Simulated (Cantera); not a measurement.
Input: 1 mol SiO2, 8.1 mol Cl2, at 0.240 bar.

Equilibrium computed with Cantera from the NASA thermochemical tables; the gas is ideal and each condensed phase is pure. Candidate condensed phases: Si, SiO2; 15 gas species. The tables hold silica as quartz up to 1696 K and as liquid above; real silica turns to tridymite and cristobalite and melts near 1996 K. Equilibrium is a limit: real reactors are often held back by kinetics, nucleation or transport.

### Question
Which condensed phases are stable at each of these points (T (K)): 673, 773, 873, 973, 1073, 1173, 1273, 1373, 1473, 1573, 1673, 1773, 1873, 1973?

### Answer
| T (K) | condensed phases | Si condensed (%) |
|---|---|---|
| 673 | SiO2(α-quartz) | 100.0 |
| 773 | SiO2(α-quartz) | 100.0 |
| 873 | SiO2(β-quartz) | 100.0 |
| 973 | SiO2(β-quartz) | 100.0 |
| 1073 | SiO2(β-quartz) | 100.0 |
| 1173 | SiO2(β-quartz) | 100.0 |
| 1273 | SiO2(β-quartz) | 99.9 |
| 1373 | SiO2(β-quartz) | 99.7 |
| 1473 | SiO2(β-quartz) | 99.5 |
| 1573 | SiO2(β-quartz) | 99.0 |
| 1673 | SiO2(β-quartz) | 98.4 |
| 1773 | SiO2(condensed) | 97.8 |
| 1873 | SiO2(condensed) | 97.2 |
| 1973 | SiO2(condensed) | 97.0 |

From 673 K to 773 K the condensed part is SiO2(α-quartz). From 873 K to 1673 K the condensed part is SiO2(β-quartz). From 1773 K to 1973 K the condensed part is SiO2(condensed).
